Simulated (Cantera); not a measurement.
A closed system holds: 1 mol SO₂, 0.17 mol H₂, 7.7 mol O₂, 1.1 mol H₂O, held at 75.0 Torr.

Method: chemical equilibrium by Gibbs-energy minimisation in Cantera with the NASA 1993 tables (ideal gas, pure condensed phases). Candidate condensed phases: H₂O, H₂SO₄, S; 19 gas species. The numbers say what is thermodynamically allowed, not how fast it happens.

log p: log10 of the partial pressure in bar; nothing condenses.

```tsv
T (K)	log p O₂	log p H₂O	log p SO₂	log p SO₃	log p OH	log p O
1025	-1.12	-1.89	-2.13	-2.55	-7.28	-10.04
1100	-1.11	-1.89	-2.06	-2.82	-6.72	-9.16
1175	-1.11	-1.89	-2.03	-3.09	-6.23	-8.39
1250	-1.11	-1.89	-2.01	-3.33	-5.79	-7.72
1325	-1.11	-1.89	-2.01	-3.55	-5.41	-7.12
1400	-1.11	-1.89	-2.00	-3.75	-5.07	-6.58
1475	-1.11	-1.89	-2.00	-3.93	-4.76	-6.10
1550	-1.11	-1.89	-2.00	-4.09	-4.48	-5.66
1625	-1.11	-1.89	-2.00	-4.24	-4.23	-5.27
1700	-1.11	-1.89	-2.00	?	?	?
1775	-1.11	-1.89	-2.00	-4.49	-3.78	-4.58
1850	-1.11	-1.90	-2.00	-4.61	-3.59	-4.27
1925	-1.11	-1.90	-2.00	?	?	?
2000	-1.12	-1.90	-2.00	-4.81	-3.25	-3.73
```

Some entries are withheld; supply them.


- 1700, log p SO₃: -4.37
- 1700, log p OH: -3.99
- 1700, log p O: -4.91
- 1925, log p SO₃: -4.71
- 1925, log p OH: -3.41
- 1925, log p O: -3.99
